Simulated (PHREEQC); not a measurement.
Synthetic water in mmol/kgw, 20 °C, pH 6.52, pe 12.7: Na 0.0832; K 0.0162; Ca 0.176; Mg 0.0194; Cl 0.172; S(6) 0.0312; Alkalinity (meq/kgw) 0.256; Br 0.000177; Zn 0.00613.

Na is adjusted to close the charge balance.
Valence states are taken as typed.

Computed with PHREEQC (ion-association model, phreeqc.dat).

```
Item                       Value
--------------  ----------------
ionic strength  0.000719 mol/kgw
```

```json
[
 {"species": "HCO3-", "molality": "0.000255", "activity": "0.000248", "log γ": "-0.013"},
 {"species": "CO2", "molality": "0.000180", "activity": "0.000180", "log γ": "0.000"},
 {"species": "Ca+2", "molality": "0.000175", "activity": "0.000155", "log γ": "-0.052"},
 {"species": "Cl-", "molality": "0.000172", "activity": "0.000167", "log γ": "-0.013"},
 {"species": "Na+", "molality": "7.13e-5", "activity": "6.92e-5", "log γ": "-0.013"},
 {"species": "SO4-2", "molality": "3.03e-5", "activity": "2.69e-5", "log γ": "-0.052"},
 {"species": "Mg+2", "molality": "1.93e-5", "activity": "1.71e-5", "log γ": "-0.052"},
 {"species": "K+", "molality": "1.62e-5", "activity": "1.57e-5", "log γ": "-0.013"}
]
```

This is a speciation only: nothing precipitates in the calculation.
